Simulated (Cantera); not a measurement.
Cantera run:

```python
import numpy as np
import cantera as ct

gas_names = """
    CL CL2 H HCL H2 N NH NH2 NH3 N2 N2H2 N2H4 Si SiCL SiCL2 SiCL3 SiCL4 SiH SiHCL3 SiH2 SiH2CL2 SiH3
    SiH3CL SiH4 SiN Si2 Si2N Si3
""".split()
cond_names = """
    NH4CL(a) NH4CL(b) Si(cr) Si(L) Si3N4(a)
""".split()


# ... load() reads the species with a 1 bar reference pressure and builds the phases ...
atoms = {
    'SiH2Cl2': {'Si': 1, 'H': 2, 'CL': 2},
    'NH3': {'N': 1, 'H': 3},
    'N2': {'N': 2},
}
top_T = {'Si3N4(a)': 2400}  # K; cautious upper limits of use, not melting points


# ... equilibrate(T, P, feed) seeds the gas with the atoms and calls Mixture.equilibrate('TP', solver="vcs", rtol=1e-11, max_steps=5000) ...
results = []
feed = {'SiH2Cl2': 1, 'NH3': 3, 'N2': 27}  # mol
P = 37  # Pa
for T in [1498, 1548, 1598, 1648, 1698, 1748, 1798, 1848, 1898, 1948, 1998, 2048, 2098, 2148]:
    mix = equilibrate(T, P, feed)
    results.append((T, P, feed, dict(zip(mix.species_names, mix.species_moles))))
    x = sorted(zip(gas.X, gas.species_names), reverse=True)
    print(f"T = {T:g} K  P = {P:g} Pa  gas = {mix.phase_moles(0):.4g} mol")
    print("   x: " + "  ".join(f"{s} {v:.3e}" for v, s in x if v > 1e-06))
    print("   condensed (mol): " + ("  ".join(f"{mix.phase(i).name} {mix.phase_moles(i):.4g}"
          for i in range(1, mix.n_phases) if mix.phase_moles(i) > 1e-12) or "none"))
```

It prints:

```
T = 1498 K  P = 37 Pa  gas = 34.56 mol
   x: N2 8.117e-01  H2 1.398e-01  HCL 3.839e-02  SiCL2 9.620e-03  H 3.340e-04  CL 7.398e-05  SiCL3 4.795e-05  SiCL 1.131e-05  Si 7.715e-06
   condensed (mol): Si3N4(a) 0.2217
T = 1548 K  P = 37 Pa  gas = 34.65 mol
   x: N2 8.120e-01  H2 1.425e-01  HCL 3.191e-02  SiCL2 1.278e-02  H 6.043e-04  CL 1.081e-04  Si 4.614e-05  SiCL3 3.838e-05  SiCL 3.684e-05
   condensed (mol): Si3N4(a) 0.1843
T = 1598 K  P = 37 Pa  gas = 34.74 mol
   x: N2 8.120e-01  H2 1.448e-01  HCL 2.598e-02  SiCL2 1.563e-02  H 1.053e-03  Si 2.463e-04  CL 1.494e-04  SiCL 1.078e-04  SiCL3 2.832e-05  Si2N 6.044e-06  SiH 3.957e-06  SiN 3.705e-06
   condensed (mol): Si3N4(a) 0.1477
T = 1648 K  P = 37 Pa  gas = 35.06 mol
   x: N2 8.128e-01  H2 1.434e-01  HCL 2.516e-02  SiCL2 1.568e-02  H 1.753e-03  Si 6.962e-04  CL 2.413e-04  SiCL 2.061e-04  SiCL3 2.106e-05  Si2N 1.536e-05  SiH 9.327e-06  SiN 8.735e-06  Si2 2.320e-06  SiH2 1.215e-06
   condensed (mol): Si(cr) 0.4158
T = 1698 K  P = 37 Pa  gas = 35.13 mol
   x: N2 8.113e-01  H2 1.427e-01  HCL 2.490e-02  SiCL2 1.562e-02  H 2.840e-03  Si 1.775e-03  CL 3.854e-04  SiCL 3.699e-04  Si2N 3.393e-05  SiH 2.008e-05  SiN 1.875e-05  SiCL3 1.610e-05  Si2 7.728e-06  SiH2 1.993e-06  Si3 1.949e-06
   condensed (mol): Si(L) 0.371
T = 1748 K  P = 37 Pa  gas = 35.24 mol
   x: N2 8.087e-01  H2 1.412e-01  HCL 2.529e-02  SiCL2 1.510e-02  H 4.463e-03  Si 3.934e-03  CL 6.169e-04  SiCL 6.057e-04  Si2N 6.020e-05  SiH 3.784e-05  SiN 3.530e-05  Si2 2.021e-05  SiCL3 1.249e-05  Si3 4.953e-06  SiH2 2.897e-06
   condensed (mol): Si(L) 0.2986
T = 1798 K  P = 37 Pa  gas = 35.46 mol
   x: N2 8.037e-01  H2 1.389e-01  HCL 2.548e-02  SiCL2 1.449e-02  Si 8.336e-03  H 6.823e-03  SiCL 9.603e-04  CL 9.580e-04  Si2N 1.032e-04  SiH 6.858e-05  SiN 6.404e-05  Si2 5.007e-05  Si3 1.193e-05  SiCL3 9.703e-06  SiH2 4.100e-06
   condensed (mol): Si(L) 0.1393
T = 1848 K  P = 37 Pa  gas = 35.72 mol
   x: N2 7.979e-01  H2 1.351e-01  HCL 2.754e-02  Si 1.334e-02  SiCL2 1.280e-02  H 1.013e-02  CL 1.570e-03  SiCL 1.262e-03  Si2N 1.063e-04  SiH 9.406e-05  SiN 8.843e-05  Si2 7.307e-05  Si3 1.333e-05  SiCL3 7.585e-06  SiH2 4.424e-06
   condensed (mol): none
T = 1898 K  P = 37 Pa  gas = 35.92 mol
   x: N2 7.934e-01  H2 1.300e-01  HCL 3.158e-02  Si 1.600e-02  H 1.465e-02  SiCL2 1.003e-02  CL 2.687e-03  SiCL 1.344e-03  SiH 9.680e-05  SiN 9.225e-05  Si2N 6.445e-05  Si2 6.161e-05  Si3 6.704e-06  SiCL3 5.675e-06  SiH2 3.606e-06
   condensed (mol): none
T = 1948 K  P = 37 Pa  gas = 36.15 mol
   x: N2 7.882e-01  H2 1.243e-01  HCL 3.486e-02  H 2.071e-02  Si 1.855e-02  SiCL2 7.365e-03  CL 4.356e-03  SiCL 1.357e-03  SiH 9.673e-05  SiN 9.371e-05  Si2 4.997e-05  Si2N 3.821e-05  SiCL3 3.886e-06  Si3 3.250e-06  SiH2 2.878e-06
   condensed (mol): none
T = 1998 K  P = 37 Pa  gas = 36.43 mol
   x: N2 7.822e-01  H2 1.181e-01  HCL 3.690e-02  H 2.866e-02  Si 2.083e-02  CL 6.670e-03  SiCL2 5.013e-03  SiCL 1.291e-03  SiH 9.385e-05  SiN 9.269e-05  Si2 3.893e-05  Si2N 2.209e-05  SiCL3 2.396e-06  SiH2 2.247e-06  Si3 1.514e-06
   condensed (mol): none
T = 2048 K  P = 37 Pa  gas = 36.75 mol
   x: N2 7.755e-01  H2 1.115e-01  H 3.887e-02  HCL 3.734e-02  Si 2.265e-02  CL 9.638e-03  SiCL2 3.142e-03  SiCL 1.155e-03  SiN 8.931e-05  SiH 8.841e-05  Si2 2.914e-05  Si2N 1.245e-05  SiH2 1.714e-06  SiCL3 1.317e-06
   condensed (mol): none
T = 2098 K  P = 37 Pa  gas = 37.11 mol
   x: N2 7.679e-01  H2 1.043e-01  H 5.166e-02  HCL 3.611e-02  Si 2.393e-02  CL 1.317e-02  SiCL2 1.818e-03  SiCL 9.752e-04  SiN 8.403e-05  SiH 8.097e-05  Si2 2.104e-05  Si2N 6.851e-06  SiH2 1.276e-06
   condensed (mol): none
T = 2148 K  P = 37 Pa  gas = 37.53 mol
   x: N2 7.594e-01  H2 9.620e-02  H 6.720e-02  HCL 3.345e-02  Si 2.469e-02  CL 1.710e-02  SiCL2 9.827e-04  SiCL 7.834e-04  SiN 7.759e-05  SiH 7.231e-05  Si2 1.479e-05  Si2N 3.715e-06
   condensed (mol): none
```

Equilibrium computed with Cantera from the NASA thermochemical tables; the gas is ideal and each condensed phase is pure. The tables' values for SiCl, SiN, SiCl3 are old estimates; treat these amounts as uncertain.
